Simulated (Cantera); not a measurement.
Input: 1 mol TEOS, 0.08 mol O3, equilibrated at 1.00 bar.

Equilibrium computed with Cantera from the NASA thermochemical tables; the gas is ideal and each condensed phase is pure. Candidate condensed phases: C, C6H6, C7H8, C8H18, H2O, Si, SiC, SiO2; 123 gas species. The feed counts by its element totals alone. The tables hold silica as quartz up to 1696 K and as liquid above; real silica turns to tridymite and cristobalite and melts near 1996 K. Equilibrium is a limit: real reactors are often held back by kinetics, nucleation or transport.

Over these rows the condensed part is C(graphite) + SiO2(β-quartz). Partial pressures as log10 of bar:

```json
[
 {"T (K)": "900", "1000/T (1/K)": "1.1111", "log p CO2": "-1.57", "log p H2": "-0.18", "log p CO": "-1.16", "log p CH4": "-0.87", "log p H2O": "-0.96"},
 {"T (K)": "1000", "1000/T (1/K)": "1.0000", "log p CO2": "-1.96", "log p H2": "-0.12", "log p CO": "-0.86", "log p CH4": "-1.27", "log p H2O": "-1.38"},
 {"T (K)": "1100", "1000/T (1/K)": "0.9091", "log p CO2": "-2.58", "log p H2": "-0.10", "log p CO": "-0.76", "log p CH4": "-1.65", "log p H2O": "-1.91"},
 {"T (K)": "1200", "1000/T (1/K)": "0.8333", "log p CO2": "-3.21", "log p H2": "-0.09", "log p CO": "-0.74", "log p CH4": "-1.99", "log p H2O": "-2.42"},
 {"T (K)": "1300", "1000/T (1/K)": "0.7692", "log p CO2": "?", "log p H2": "-0.09", "log p CO": "-0.74", "log p CH4": "-2.29", "log p H2O": "-2.87"},
 {"T (K)": "1400", "1000/T (1/K)": "0.7143", "log p CO2": "-4.24", "log p H2": "-0.09", "log p CO": "-0.74", "log p CH4": "-2.54", "log p H2O": "-3.26"}
]
```

Problem. Fit log p(CO2) = a + b·(1000/T) to the five rows, give the apparent enthalpy, and predict the row at 1300 K.

Solution. Means: 1000/T = 0.9136, log p = -2.712. Sxy = 0.634444, Sxx = 0.0926600, so b = 6.85 and a = -2.712 − (6.85)×0.9136 = -8.97.
Apparent enthalpy: −19.145 × (6.85) = -131 kJ/mol. With the condensed phases at unit activity, 2 CO(g) = CO2(g) + C(graphite) links this pressure to the main gases: over the six rows their terms move log p by +0.84 in all, so the slope isn't that reaction's ΔH° alone. The five rows lie within 0.21 of the line; that is curvature, so one enthalpy describes this range poorly.
Prediction at 1300 K: -8.97 + (6.85)×0.7692 = -3.70. The computed value is -3.76, 0.06 from the line.
